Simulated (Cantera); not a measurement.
Input (Python, Cantera):

```python
import numpy as np
import cantera as ct

gas = ct.Solution("gri30.yaml")
gas.TP = 300, 101325
flame = ct.CounterflowDiffusionFlame(gas, width=0.02)
flame.fuel_inlet.X, flame.fuel_inlet.T = {'CH4': 1, 'N2': 0.92}, 300
flame.oxidizer_inlet.X, flame.oxidizer_inlet.T = {'O2': 0.17, 'N2': 0.83}, 573
flame.set_refine_criteria(ratio=3, slope=0.12, curve=0.24, prune=0.03)
show = ['OH', 'H', 'NO', 'CO', 'C2H2']

rows = []
print(f"{'mdot':>8s}{'a_max':>10s}{'a_mean':>10s}{'Tmax/K':>9s}" + "".join(f"{s:>11s}" for s in show) + "   (peak mole fractions)")
for i, mdot in enumerate([0.25, 0.39, 0.6, 0.93, 1.4, 2.2, 3.4, 5.3]):  # kg/m2/s on the oxidiser side
    flame.oxidizer_inlet.mdot, flame.fuel_inlet.mdot = mdot, 1.2 * mdot
    flame.solve(loglevel=0, auto=(i == 0))
    if flame.T.max() < max(300, 573) + 100:
        print(f"{mdot:8.3g}  no burning solution found from the previous one")
        break
    dT = np.abs(np.gradient(flame.T, flame.grid))
    rows.append([flame.strain_rate("max"), flame.strain_rate("mean"), flame.T.max(),
                 *(flame.X[gas.species_index(s)].max() for s in show), max(dT[0], dT[-1]) / dT.max()])
    print(f"{mdot:8.3g}{rows[-1][0]:10.1f}{rows[-1][1]:10.1f}{rows[-1][2]:9.1f}" + "".join(f"{x:11.3e}" for x in rows[-1][3:-1]))
```

It prints:

```
    mdot     a_max    a_mean   Tmax/K         OH          H         NO         CO       C2H2   (peak mole fractions)
    0.25     162.5      37.4   1880.2  3.932e-03  2.233e-03  1.138e-04  2.919e-02  4.002e-03
    0.39     246.4      58.4   1856.7  3.832e-03  2.328e-03  8.844e-05  2.969e-02  3.479e-03
     0.6     370.4      89.9   1830.1  3.663e-03  2.370e-03  6.320e-05  3.043e-02  2.918e-03
    0.93     560.1     139.3   1788.5  3.290e-03  2.258e-03  3.622e-05  3.132e-02  2.136e-03
     1.4  no burning solution found from the previous one
```

Cantera simulation using GRI-Mech 3.0 (53 species, 325 reactions); the numbers are that mechanism's predictions, not measurements. GRI-Mech 3.0 has no aromatics or soot, which form on the fuel side of real flames. The maximum strain rate includes the flame's own expansion and is several times the mean. A flux with no burning solution from the previous one only brackets extinction.
